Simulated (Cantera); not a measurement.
What does this Cantera script print?

```python
import numpy as np
import cantera as ct

gas_names = [...]  # 110 gases of nasa_gas.yaml made of C, F, H
cond_names = """
    C(gr) C6H6(L) C7H8(L) C8H18(L),n-octa
""".split()


# ... load() reads the species with a 1 bar reference pressure and builds the phases ...
atoms = {
    'CH3F': {'C': 1, 'H': 3, 'F': 1},
    'F2': {'F': 2},
}
top_T = {'C(gr)': 4500}  # K; cautious upper limits of use, not melting points


# ... equilibrate(T, P, feed) seeds the gas with the atoms and calls Mixture.equilibrate('TP', solver="vcs", rtol=1e-11, max_steps=5000) ...
results = []
feed = {'CH3F': 1, 'F2': 0.014}  # mol
P = 133.322  # Pa
for T in [3000, 3250, 3500, 3750, 4000, 4250, 4500, 4750, 5000]:
    mix = equilibrate(T, P, feed)
    results.append((T, P, feed, dict(zip(mix.species_names, mix.species_moles))))

top = {s: max(r[3][s] / sum(r[3][g] for g in gas_names) for r in results) for s in gas_names}
cols = sorted((s for s in top if top[s] > 1e-05), key=lambda s: -top[s])[:7]
seen = [c for c in cond_names if any(r[3].get(c, 0) > 1e-12 for r in results)]
print("log10 of partial pressures in bar; condensed amounts in mol")
print(f"{'T/K':>10s}" + "".join(f"{s[:9]:>10s}" for s in cols + seen))
for T, P, feed, n in results:
    ng = sum(n[g] for g in gas_names)
    print(f"{T:10.4g}" + "".join(f"{np.log10(max(n[s] / ng * P / 1e5, 1e-99)):10.3f}" for s in cols)
          + "".join(f"{n.get(c, 0):10.4g}" for c in seen))
```

It prints:

```
log10 of partial pressures in bar; condensed amounts in mol
       T/K         H        HF         F         C        C3        H2        C2
      3000    -3.116    -3.494    -4.190    -4.462    -4.005    -4.628    -4.832
      3250    -3.093    -3.832    -3.752    -3.957    -4.286    -5.198    -4.642
      3500    -3.096    -4.381    -3.613    -3.674    -4.975    -5.735    -4.779
      3750    -3.099    -4.945    -3.579    -3.596    -6.077    -6.201    -5.232
      4000    -3.100    -5.458    -3.569    -3.582    -7.202    -6.604    -5.737
      4250    -3.099    -5.916    -3.566    -3.578    -8.224    -6.960    -6.201
      4500    -3.099    -6.326    -3.565    -3.578    -9.139    -7.277    -6.618
      4750    -3.100    -6.693    -3.565    -3.578    -9.960    -7.560    -6.994
      5000    -3.100    -7.025    -3.565    -3.578   -10.701    -7.816    -7.333
```

Method: chemical equilibrium by Gibbs-energy minimisation in Cantera with the NASA 1993 tables (ideal gas, pure condensed phases).
